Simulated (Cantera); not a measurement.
Input (Python, Cantera):

```python
import numpy as np
import cantera as ct

gas = ct.Solution("gri30.yaml", transport_model="mixture-averaged")
show = ['N2', 'H', 'OH']

rows = []
print(f"{'T/K':>7s}{'rho':>11s}{'cp':>10s}{'mu':>11s}{'lambda':>11s}{'Pr':>7s}" + "".join(f"{'D_' + s:>11s}" for s in show))
for T in [400, 600, 800, 1000, 1200, 1400, 1600, 1800]:
    gas.TPX = T, 79000, {'NO': 0.53, 'H2O': 0.66}
    Pr = gas.cp_mass * gas.viscosity / gas.thermal_conductivity
    D = [gas.mix_diff_coeffs_mole[gas.species_index(s)] for s in show]
    rows.append([gas.density, gas.cp_mass, gas.viscosity, gas.thermal_conductivity, Pr, *D])
    print(f"{T:7g}{gas.density:11.4e}{gas.cp_mass:10.1f}{gas.viscosity:11.4e}"
          f"{gas.thermal_conductivity:11.4e}{Pr:7.3f}" + "".join(f"{d:11.4e}" for d in D))
print("SI units: kg/m3, J/kg/K, Pa s, W/m/K, m2/s")
```

Output:

```
    T/K        rho        cp         mu     lambda     Pr       D_N2        D_H       D_OH
    400 5.5478e-01    1385.1 1.8162e-05 3.4879e-02  0.721 4.7241e-05 2.7670e-04 7.4038e-05
    600 3.6985e-01    1458.1 2.5932e-05 5.3022e-02  0.713 9.7378e-05 5.7539e-04 1.5096e-04
    800 2.7739e-01    1544.8 3.3121e-05 7.2338e-02  0.707 1.6047e-04 9.5256e-04 2.4735e-04
   1000 2.2191e-01    1628.8 3.9825e-05 9.2154e-02  0.704 2.3504e-04 1.3989e-03 3.6108e-04
   1200 1.8493e-01    1705.3 4.6123e-05 1.1198e-01  0.702 3.2010e-04 1.9083e-03 4.9073e-04
   1400 1.5851e-01    1773.2 5.2075e-05 1.3152e-01  0.702 4.1495e-04 2.4764e-03 6.3527e-04
   1600 1.3870e-01    1833.0 5.7727e-05 1.5063e-01  0.702 5.1903e-04 3.0999e-03 7.9388e-04
   1800 1.2328e-01    1884.8 6.3116e-05 1.6920e-01  0.703 6.3194e-04 3.7762e-03 9.6594e-04
SI units: kg/m3, J/kg/K, Pa s, W/m/K, m2/s
```

Cantera simulation using GRI-Mech 3.0 (53 species, 325 reactions); the numbers are that mechanism's predictions, not measurements. Polar gases are described roughly by these parameters. The composition is frozen, though it would react at the higher temperatures.
